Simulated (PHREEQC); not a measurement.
Brine: an equilibrium model

Make-up at 25 °C: 0.0045 mol/kgw HCl, 0.0018 mol/kgw Na2SO4 and 0.23 mol/kgw MgCl2. Closed to the air; pH follows from the charge balance.

Computed with PHREEQC (Pitzer model, pitzer.dat).

pH: 2.43
ionic strength: 0.700 mol/kgw
activity of water: 0.989
specific conductance: 36300 µS/cm
density: 1.015 g/cm³
osmotic coefficient: 0.880
total alkalinity: -4.50 meq/kg

```
species  molality  activity   log γ
-------  --------  --------  ------
Cl-         0.465     0.291  -0.203
Mg+2        0.230    0.0644  -0.553
H+        0.00444   0.00369  -0.081
Na+       0.00360   0.00267  -0.130
SO4-2     0.00174  0.000116  -1.178
HSO4-     6.07e-5   4.06e-5  -0.175
```

No solid was allowed to form. Complexes and solids missing from the database can't appear.
